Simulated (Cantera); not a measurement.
Input (Python, Cantera) and output of one run.

```python
import numpy as np
import cantera as ct

gas_names = """
    CL CL2 H HCL H2 Si SiCL SiCL2 SiCL3 SiCL4 SiH SiHCL3 SiH2 SiH2CL2 SiH3 SiH3CL SiH4 Si2 Si3
""".split()
cond_names = """
    Si(cr) Si(L)
""".split()


# ... load() reads the species with a 1 bar reference pressure and builds the phases ...
atoms = {
    'Si': {'Si': 1},
    'Cl2': {'CL': 2},
    'H2': {'H': 2},
}
top_T = {}  # K; cautious upper limits of use, not melting points


# ... equilibrate(T, P, feed) seeds the gas with the atoms and calls Mixture.equilibrate('TP', solver="vcs", rtol=1e-11, max_steps=5000) ...
results = []
feed = {'Si': 1, 'Cl2': 3.6, 'H2': 51}  # mol
P = 100000  # Pa
for T in [750, 825, 900, 975, 1050, 1125, 1200, 1275, 1350, 1425, 1500, 1575]:
    mix = equilibrate(T, P, feed)
    results.append((T, P, feed, dict(zip(mix.species_names, mix.species_moles))))

top = {s: max(r[3][s] / sum(r[3][g] for g in gas_names) for r in results) for s in gas_names}
cols = sorted((s for s in top if top[s] > 1e-06), key=lambda s: -top[s])[:7]
seen = [c for c in cond_names if any(r[3].get(c, 0) > 1e-12 for r in results)]
print("log10 of partial pressures in bar; condensed amounts in mol")
print(f"{'T/K':>10s}" + "".join(f"{s[:9]:>10s}" for s in cols + seen))
for T, P, feed, n in results:
    ng = sum(n[g] for g in gas_names)
    print(f"{T:10.4g}" + "".join(f"{np.log10(max(n[s] / ng * P / 1e5, 1e-99)):10.3f}" for s in cols)
          + "".join(f"{n.get(c, 0):10.4g}" for c in seen))
```

It prints:

```
log10 of partial pressures in bar; condensed amounts in mol
       T/K        H2       HCL     SiCL4     SiCL2    SiHCL3     SiCL3   SiH2CL2
       750    -0.035    -1.223    -1.732   -10.998    -3.889    -7.498    -7.180
       825    -0.036    -1.221    -1.737    -9.094    -3.459    -6.389    -6.255
       900    -0.036    -1.218    -1.748    -7.524    -3.112    -5.475    -5.499
       975    -0.036    -1.213    -1.766    -6.215    -2.832    -4.716    -4.878
      1050    -0.037    -1.205    -1.794    -5.117    -2.609    -4.085    -4.368
      1125    -0.037    -1.194    -1.836    -4.196    -2.440    -3.562    -3.955
      1200    -0.039    -1.178    -1.900    -3.433    -2.326    -3.138    -3.634
      1275    -0.040    -1.154    -2.001    -2.828    -2.281    -2.821    -3.419
      1350    -0.043    -1.121    -2.162    -2.389    -2.326    -2.624    -3.326
      1425    -0.046    -1.086    -2.402    -2.105    -2.468    -2.551    -3.351
      1500    -0.049    -1.059    -2.716    -1.941    -2.690    -2.579    -3.463
      1575    -0.050    -1.043    -3.075    -1.852    -2.958    -2.673    -3.622
```

Cantera equilibrium calculation (NASA polynomials, part measured and part estimated; ideal gas, pure solids and liquids). The tables' values for SiCl3 are old estimates; treat these amounts as uncertain.
